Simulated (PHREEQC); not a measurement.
Copper plating or etch bath (model solution)

Dissolve 6.8 mmol/kgw Cu(NO3)2, 0.52 mmol/kgw HBF4 and 13 mmol/kgw KCl at 20 °C. Closed to the air; pH follows from the charge balance.

Model: ion-association model, wateq4f.dat, run in PHREEQC.

Each row changes one thing in this solution. This is a speciation only: nothing precipitates in the calculation.

| case | pH | CuF+ (mol/kgw) | CuOH+ (mol/kgw) | Cu2(OH)2+2 (mol/kgw) | Cu(OH)2 (mol/kgw) | SI of Tenorite (CuO) | SI of CuF2:2H2O (CuF2:2H2O) |
|---|---|---|---|---|---|---|---|
| as made | 3.05 | 5.58e-5 | 4.71e-8 | 8.18e-10 | 9.21e-11 | -4.16 | -4.18 |
| KCl left out | 3.05 | 6.14e-5 | 5.11e-8 | ___ | 1.03e-10 | -4.12 | -4.12 |
| Cu(NO3)2 from 0.0068 to 0.00748 mol/kgw | 3.05 | 6.05e-5 | 5.13e-8 | ___ | 9.96e-11 | -4.13 | -4.15 |
| Cu(NO3)2 from 0.0068 to 0.0102 mol/kgw | 3.05 | 7.84e-5 | 6.73e-8 | ___ | 1.28e-10 | -4.02 | -4.05 |
| KCl from 0.013 to 0.026 mol/kgw | 3.05 | 5.18e-5 | 4.43e-8 | 7.50e-10 | 8.45e-11 | -4.20 | -4.22 |

What belongs in the gaps?


- KCl left out, Cu2(OH)2+2 (mol/kgw): 9.12e-10
- Cu(NO3)2 from 0.0068 to 0.00748 mol/kgw, Cu2(OH)2+2 (mol/kgw): 9.76e-10
- Cu(NO3)2 from 0.0068 to 0.0102 mol/kgw, Cu2(OH)2+2 (mol/kgw): 1.72e-9

Real BF4- forms and hydrolyses slowly; the run takes it at equilibrium.
